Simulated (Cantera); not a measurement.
Input: 1 mol CH3SiCl3, 0.49 mol C2H2, 2.6 mol H2, 4.1 mol HCl, equilibrated at 13.3 mbar.

Equilibrium computed with Cantera from the NASA thermochemical tables; the gas is ideal and each condensed phase is pure. Candidate condensed phases: C, C6H6, C7H8, C8H18, Si, SiC; 109 gas species. The feed counts by its element totals alone. Kinetics and transport are ignored.

Over these rows the condensed part is C(graphite) + SiC(s). Partial pressures as log10 of bar:

```tsv
T (K)	1000/T (1/K)	log p SiHCl3	log p HCl	log p H2	log p SiCl2	log p SiCl4
1250	0.8000	-4.66	-2.18	-2.23	-4.37	-3.15
1350	0.7407	?	-2.12	-2.29	-3.92	-3.45
1450	0.6897	-5.12	-2.10	-2.32	-3.61	-3.83
1550	0.6452	-5.43	-2.09	-2.33	-3.39	-4.29
1650	0.6061	-5.74	-2.10	-2.32	-3.24	-4.75
1750	0.5714	-6.05	-2.12	-2.31	-3.13	-5.20
```

Fit log p(SiHCl3) = a + b·(1000/T) to the five rows, give the apparent enthalpy, and predict the row at 1350 K.

Means: 1000/T = 0.6625, log p = -5.400. Sxy = 0.188276, Sxx = 0.0314255, so b = 5.99 and a = -5.400 − (5.99)×0.6625 = -9.37.
Apparent enthalpy: −19.145 × (5.99) = -115 kJ/mol. With the condensed phases at unit activity, SiC(s) + 3 HCl(g) = SiHCl3(g) + C(graphite) + H2(g) links this pressure to the main gases: over the six rows their terms move log p by +0.26 in all, so the slope isn't that reaction's ΔH° alone. The five rows lie within 0.12 of the line; that is curvature, so one enthalpy describes this range poorly.
Prediction at 1350 K: -9.37 + (5.99)×0.7407 = -4.93. The computed value is -4.86, 0.07 from the line.
